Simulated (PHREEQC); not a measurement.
A made-up water analysis in mg/kgw, 20 °C, pH 5.74, pe 10.1: Na 0.0335; K 0.21; Ca 0.14; Mg 0.079; Cl 0.112; S(6) as SO4 0.294; Alkalinity as HCO3 0.684; Cd 0.00887.

Valence states are taken as typed.

Equilibrium calculation in PHREEQC: ion-association model, wateq4f.dat.

Each row changes one thing in this solution. This is a speciation only: nothing precipitates in the calculation.

```
case                                               CO2 (mol/kgw)  HCO3- (mol/kgw)  HSO4- (mol/kgw)  CO3-2 (mol/kgw)  SI of Otavite (CdCO3)  SI of Gypsum (CaSO4:2H2O)
-------------------------------------------------  -------------  ---------------  ---------------  ---------------  ---------------------  -------------------------
as made                                                  5.68e-5          1.30e-5         4.76e-10         3.08e-10                  -4.54                      -6.41
temperature from 20 to 55 °C at the same typed pH            [?]          1.30e-5          1.09e-9         5.08e-10                  -4.32                      -6.36
Cd from 0.00887 to 0.00443 mg/kgw                        5.68e-5          1.30e-5         4.76e-10         3.08e-10                    [?]                      -6.41
Cd from 0.00887 to 0.0177 mg/kgw                         5.68e-5          1.30e-5         4.76e-10         3.08e-10                  -4.24                      -6.41
all concentrations times 2 at the same typed pH         0.000106          2.43e-5         9.44e-10              [?]                  -3.97                      -5.82
```

### Question
Complete the blanks.

### Answer

- temperature from 20 to 55 °C at the same typed pH, CO2 (mol/kgw): 4.54e-5
- Cd from 0.00887 to 0.00443 mg/kgw, SI of Otavite (CdCO3): -4.84
- all concentrations times 2 at the same typed pH, CO3-2 (mol/kgw): 5.78e-10

Constants without temperature data keep their 25 °C values here.
